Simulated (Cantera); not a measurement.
Catalytic stagnation flow on Pt

A jet of CH4 : O2 : N2 = 0.013 : 0.079 : 0.79 (molar parts), equivalence ratio 0.33 at 300 K and 0.380 bar hits a platinum plate 4.2 cm away at a mass flux of 0.027 kg/m²/s; the plate temperature is set and raised in steps from an oxygen-covered start.

Model: Deutschmann's 1995 Pt surface mechanism with GRI-Mech 3.0 gas chemistry, integrated in Cantera. Catalytic surfaces can have several steady states; this one follows from the mechanism file's or the stated starting coverage.

```tsv
plate T (K)	wall x CH4	wall x O2	wall x H2O	wall x OH	wall x CO	wall x CO2	θ free Pt	θ O*	θ OH*
950	0.00353	0.0658	0.0208	4.62e-8	1.62e-6	0.0137	0.213	0.785	0.00197
1000	0.00224	0.0631	0.0231	1.19e-7	1.38e-6	0.0152	0.275	0.723	0.00188
1050	0.00151	0.0616	0.0244	2.79e-7	1.22e-6	0.0161	0.339	0.659	0.00174
1100	0.000943	0.0607	0.0252	6.20e-7	1.92e-6	0.0165	0.403	0.596	0.00157
1150	0.000594	0.0600	0.0260	1.23e-6	2.45e-6	0.0168	0.465	0.534	0.00141
```
x: mole fraction at the wall; θ: surface coverage.
